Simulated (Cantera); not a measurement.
# Carbon deposition, reforming and gasification: C₂H₂ + H₂O + N₂

A closed system holds: 1 mol C₂H₂, a varied amount of H₂O, 11 mol N₂, held at 752 °C and 1.00 bar.

Equilibrium computed with Cantera from the NASA thermochemical tables; the gas is ideal and each condensed phase is pure. Candidate condensed phases: C, C₆H₆, C₇H₈, C₈H₁₈, H₂O; 136 gas species. The numbers say what is thermodynamically allowed, not how fast it happens.

```json
[
 {"n(H₂O) (mol)": "0.094", "log p N₂": "-0.04", "log p H₂": "-1.05", "log p CO": "-2.12", "log p H₂O": "-3.75", "log p CH₄": "-3.24", "log p CO₂": "-4.71", "log p NH₃": "-4.91", "n C(graphite)": "1.90"},
 {"n(H₂O) (mol)": "0.12", "log p N₂": "-0.05", "log p H₂": "-1.05", "log p CO": "-2.02", "log p H₂O": "-3.64", "log p CH₄": "-3.22", "log p CO₂": "-4.51", "log p NH₃": "-4.90", "n C(graphite)": "1.88"},
 {"n(H₂O) (mol)": "0.14", "log p N₂": "-0.05", "log p H₂": "-1.04", "log p CO": "-1.96", "log p H₂O": "-3.57", "log p CH₄": "-3.21", "log p CO₂": "-4.38", "log p NH₃": "-4.89", "n C(graphite)": "1.86"},
 {"n(H₂O) (mol)": "0.17", "log p N₂": "-0.05", "log p H₂": "-1.03", "log p CO": "-1.87", "log p H₂O": "-3.48", "log p CH₄": "-3.19", "log p CO₂": "-4.21", "log p NH₃": "-4.88", "n C(graphite)": "1.83"},
 {"n(H₂O) (mol)": "0.21", "log p N₂": "-0.05", "log p H₂": "-1.02", "log p CO": "-1.79", "log p H₂O": "-3.38", "log p CH₄": "-3.17", "log p CO₂": "-4.04", "log p NH₃": "-4.86", "n C(graphite)": "1.79"},
 {"n(H₂O) (mol)": "0.26", "log p N₂": "-0.06", "log p H₂": "-1.01", "log p CO": "-1.70", "log p H₂O": "-3.28", "log p CH₄": "-3.14", "log p CO₂": "-3.86", "log p NH₃": "-4.84", "n C(graphite)": "1.74"},
 {"n(H₂O) (mol)": "0.32", "log p N₂": "-0.06", "log p H₂": "-0.99", "log p CO": "-1.61", "log p H₂O": "-3.18", "log p CH₄": "-3.11", "log p CO₂": "-3.69", "log p NH₃": "-4.82", "n C(graphite)": "1.68"},
 {"n(H₂O) (mol)": "0.39", "log p N₂": "-0.06", "log p H₂": "-0.97", "log p CO": "-1.54", "log p H₂O": "-3.08", "log p CH₄": "-3.08", "log p CO₂": "-3.53", "log p NH₃": "-4.80", "n C(graphite)": "1.61"},
 {"n(H₂O) (mol)": "0.48", "log p N₂": "-0.07", "log p H₂": "-0.95", "log p CO": "-1.45", "log p H₂O": "-2.98", "log p CH₄": "-3.04", "log p CO₂": "-3.37", "log p NH₃": "-4.77", "n C(graphite)": "1.53"},
 {"n(H₂O) (mol)": "0.59", "log p N₂": "-0.08", "log p H₂": "-0.93", "log p CO": "-1.37", "log p H₂O": "-2.88", "log p CH₄": "-2.99", "log p CO₂": "-3.21", "log p NH₃": "-4.74", "n C(graphite)": "1.42"},
 {"n(H₂O) (mol)": "0.72", "log p N₂": "-0.09", "log p H₂": "-0.90", "log p CO": "-1.30", "log p H₂O": "-2.78", "log p CH₄": "-2.94", "log p CO₂": "-3.06", "log p NH₃": "-4.71", "n C(graphite)": "1.30"},
 {"n(H₂O) (mol)": "0.89", "log p N₂": "-0.10", "log p H₂": "-0.88", "log p CO": "-1.22", "log p H₂O": "-2.67", "log p CH₄": "-2.89", "log p CO₂": "-2.90", "log p NH₃": "-4.67", "n C(graphite)": "1.14"}
]
```
log p: log10 of the partial pressure in bar; n: condensed amount in mol.

From 0.094 mol H₂O to 0.89 mol H₂O the condensed part is C(graphite). The main C-bearing gas is CO throughout. The share of C in condensed phases is highest at 0.094 mol H₂O (95.1 %) and lowest at 0.89 mol H₂O (56.9 %).
